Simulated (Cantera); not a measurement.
**Calcination and drying: CaCO3 + CO2**

Input: 1 mol CaCO3, 5.5 mol CO2, at 10.0 mbar.

Method: chemical equilibrium by Gibbs-energy minimisation in Cantera with the NASA 1993 tables (ideal gas, pure condensed phases). Candidate condensed phases: C, Ca, CaCO3, CaO; 15 gas species. The numbers say what is thermodynamically allowed, not how fast it happens.

| T (K) | x CO2 | x CO | x O2 | x O | x Ca | x CaO | n CaO(s) |
|---|---|---|---|---|---|---|---|
| 1225 | 1.000 | 5.78e-5 | 2.89e-5 | 2.26e-9 | <1e-12 | <1e-12 | 1.00 |
| 1325 | 1.000 | 0.000232 | 0.000116 | 2.97e-8 | <1e-12 | <1e-12 | 1.00 |
| 1425 | 0.999 | 0.000765 | 0.000382 | 2.71e-7 | <1e-12 | <1e-12 | 1.00 |
| 1525 | 0.997 | 0.00215 | 0.00107 | 1.86e-6 | <1e-12 | <1e-12 | 1.00 |
| 1625 | 0.992 | 0.00531 | 0.00265 | 1.00e-5 | 1.08e-11 | 1.03e-11 | 1.00 |
| 1725 | 0.982 | 0.0117 | 0.00585 | 4.44e-5 | 2.18e-10 | 1.73e-10 | 1.00 |
| 1825 | 0.964 | 0.0236 | 0.0117 | 0.000166 | 3.16e-9 | 2.13e-9 | 1.00 |
x: gas mole fraction; n: condensed amount in mol.

From 1225 K to 1825 K the condensed part is CaO(s).
